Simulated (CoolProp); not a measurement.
Vapour-liquid equilibrium of acetone (1) + benzene (2) at 134.95 °C; x and y are mole fractions of (1).

The numbers come from the multi-fluid Helmholtz-energy mixture model, Lemmon 2006 and Thol 2012; pair parameters Bell 2016 in CoolProp.

```tsv
x	bubble pressure (MPa)	y at the bubble point	dew pressure at overall composition x (MPa)	liquid density (mol/L)
0.05	0.4543	0.107	0.4373	9.639
0.15	0.5102	0.273	0.4678	9.753
0.25	0.5598	[?]	0.5018	9.874
0.35	0.6048	0.505	[?]	10.00
0.45	0.6463	0.596	[?]	10.14
0.55	0.6852	0.677	0.6251	10.29
0.65	0.7220	0.753	0.6721	[?]
0.75	0.7573	0.825	0.7207	10.61
0.85	0.7914	0.895	0.7695	10.79
0.95	0.8244	[?]	[?]	10.98
```

Task: Some entries are withheld; supply them.

Result: 
- 0.25, y at the bubble point: 0.401
- 0.35, dew pressure at overall composition x (MPa): 0.5394
- 0.45, dew pressure at overall composition x (MPa): 0.5806
- 0.65, liquid density (mol/L): 10.44
- 0.95, y at the bubble point: 0.965
- 0.95, dew pressure at overall composition x (MPa): 0.8173

No azeotrope shows between x = 0.05 and 0.95.

The pair parameters rest on a limited set of measurements; away from them the model extrapolates.
